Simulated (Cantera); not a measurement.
Charge: 1 mol H2O, 1.9 mol O2, held at 2477 °C and 2.20e7 Pa.

These are equilibrium values from Cantera (NASA tables, ideal gas, pure condensed phases), not measurements of a reactor. Candidate condensed phases: H2O; 9 gas species. The ideal-gas law is rough above about 30 bar. Equilibrium is a limit: real reactors are often held back by kinetics, nucleation or transport.

### Question
What is the equilibrium state?

### Answer
```
Quantity        Value
----------  ---------
x(O2)           0.645
x(H2O)          0.333
x(OH)          0.0184
x(O)          0.00241
x(H2)        0.000500
x(HO2)       0.000423
x(H)         0.000103
x(H2O2)       4.66e-5
x(O3)         5.55e-6
gas amount  2.918 mol
```
